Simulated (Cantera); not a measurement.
Feed: 1 mol Fe₃O₄, 700 mol H₂, held at 1602 °C and 133 Pa.

Equilibrium computed with Cantera from the NASA thermochemical tables; the gas is ideal and each condensed phase is pure. Candidate condensed phases: Fe, FeO, Fe(OH)₂, Fe(OH)₃, Fe₂O₃, Fe₃O₄, H₂O; 12 gas species. The numbers say what is thermodynamically allowed, not how fast it happens.

Base state: H₂ 0.972, H 0.0177, H₂O 0.00563, Fe 0.00423 (mole fractions); condensed: gas only.

### Question
What changes in the equilibrium state with this change: temperature from 1602 °C to 1002 °C?

### Answer
| species | before | after |
|---|---|---|
| H₂ | 0.972 | 0.994 |
| H₂O | 0.00563 | 0.00571 |
| H | 0.0177 | 2.01e-5 |
| Fe | 0.00423 | 3.96e-7 |
| Fe(γ), mol | 0 | 3.00 |
